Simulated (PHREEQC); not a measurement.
0.3 g of hydrous ferric oxide (600 m²/g; 0.2 weak and 0.005 strong sites per Fe, Dzombak-Morel constants, diffuse double layer) in 1 kg of water with 0.005 mol/kgw of an inert sodium salt and 0.00069 mol/kgw NaF, at 25 °C; the pH is set by adding NaOH or the inert anion's acid. O2 is buffered at 0.21 atm. No CO2 enters from the air. Precipitation was switched off in this run.

All values are PHREEQC results (ion-association model, wateq4f.dat), not measurements.

Task: Predict F sorbed (%), surface charge σ (C/m²), surface potential ψ (mV) at pH = 3.67, 4.33, 5.67, 9.67, 11.

Result: 
| pH | F sorbed (%) | surface charge σ (C/m²) | surface potential ψ (mV) |
|---|---|---|---|
| 3.67 | 64.1 | 0.091 | 154 |
| 4.33 | 58.7 | 0.065 | 138 |
| 5.67 | 35.9 | 0.029 | 97 |
| 9.67 | 0.1 | -0.023 | -86 |
| 11 | 0.0 | -0.084 | -147 |

The oxide is taken as insoluble; below pH 4 it would dissolve.
